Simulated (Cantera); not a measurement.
**Equilibrium for nitride etching: AlN + O2 + N2**

A closed system holds: 1 mol AlN, 0.13 mol O2, 46 mol N2, equilibrated at 1.50e-5 bar.

Cantera equilibrium calculation (NASA polynomials, part measured and part estimated; ideal gas, pure solids and liquids). Candidate condensed phases: Al, AlN, Al2O3; 16 gas species. Mutual solubility and eutectic melting of coexisting phases are not modelled. Equilibrium is a limit: real reactors are often held back by kinetics, nucleation or transport.

| T (K) | log p N2 | log p Al | log p Al2O | log p AlO | log p Al2O2 | n AlN(s) | n Al2O3(s) |
|---|---|---|---|---|---|---|---|
| 1050 | -4.82 | <-16 | <-16 | <-16 | <-16 | 0.827 | 0.0867 |
| 1150 | -4.82 | -14.57 | <-16 | <-16 | <-16 | 0.827 | 0.0867 |
| 1250 | -4.82 | -12.24 | -14.61 | <-16 | <-16 | 0.827 | 0.0867 |
| 1350 | -4.82 | -10.27 | -12.08 | -16.02 | <-16 | 0.826 | 0.0867 |
| 1450 | -4.82 | -8.56 | -9.90 | -14.11 | <-16 | 0.818 | 0.0865 |
| 1550 | -4.83 | -7.08 | -8.01 | -12.45 | -14.89 | 0.528 | 0.0765 |
| 1650 | -4.83 | -6.65 | -7.51 | -11.28 | -13.61 | 0 | 0.0545 |
| 1750 | -4.83 | -6.65 | -7.57 | -10.36 | -12.73 | 0 | 0.0583 |
log p: log10 of the partial pressure in bar; n: condensed amount in mol.

From 1050 K to 1550 K the condensed part is AlN(s) + Al2O3(s). From 1650 K to 1750 K the condensed part is Al2O3(s).
